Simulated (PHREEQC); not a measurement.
Na2CO3 is added in steps, without added water, to 1 kg of water holding 0.0042 mol/kgw HNO3, 4.4e-05 mol/kgw KNO3 and 0.094 mol/kgw KH2PO4, at 25 °C. Oxygen alone is held at its pressure in air (log pO2 = -0.68). The system is closed to CO2. No solid was allowed to form.

Base run: PHREEQC, ion-association model, wateq4f.dat. Each further column changes one thing. The table gives pH.

```csv
Na2CO3 added (mol),base,diluted 5-fold with water,HNO3 left out,solids may form
0,3.43,3.61,4.48,3.43
0.021,6.37,8.84,6.44,6.37
0.0315,6.58,?,6.64,6.58
0.0525,6.92,10.00,6.98,6.92
0.063,7.09,10.09,?,7.09
0.084,7.55,10.20,7.70,7.55
0.0945,7.99,10.24,8.25,7.99
0.1155,8.87,10.31,?,8.87
0.126,9.04,10.33,9.12,9.04
0.147,9.25,?,9.31,9.25
0.1575,9.32,10.39,9.37,9.32
0.1785,9.43,10.43,9.47,9.43
0.189,9.47,10.44,?,9.47
0.21,9.54,10.46,9.57,9.54
```

### Question
Some entries are withheld; supply them.

### Answer

- 0.0315, diluted 5-fold with water: 9.65
- 0.063, HNO3 left out: 7.16
- 0.1155, HNO3 left out: 8.97
- 0.147, diluted 5-fold with water: 10.38
- 0.189, HNO3 left out: 9.51

H3PO4, which wateq4f.dat lacks, is added to it with the constant of phreeqc.dat. Solids allowed in the column 'solids may form': Nahcolite, Natron.
